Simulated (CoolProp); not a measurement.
Tetrahydrofuran at several states: fugacity coefficient from the reference equation and from simpler models built on Tc = 540.2 K, pc = 5.304 MPa, ω = 0.234; each cubic takes its own stable root.

Values from CoolProp's reference Helmholtz-energy equation of state, Fiedler 2023.

```csv
T (K),p (MPa),phase,reference,Redlich-Kwong,Peng-Robinson
280.5,0.0589,liquid,?,?,?
542.2,0.0109,gas,0.9993,0.9993,0.9992
313,0.575,liquid,0.06985,?,0.06983
538.3,0.0104,gas,0.9993,0.9993,0.9992
```

Question: Some entries are withheld; supply them.

Answer: 
- 280.5, reference: 0.1592
- 280.5, Redlich-Kwong: 0.3362
- 280.5, Peng-Robinson: 0.1624
- 313, Redlich-Kwong: 0.1291
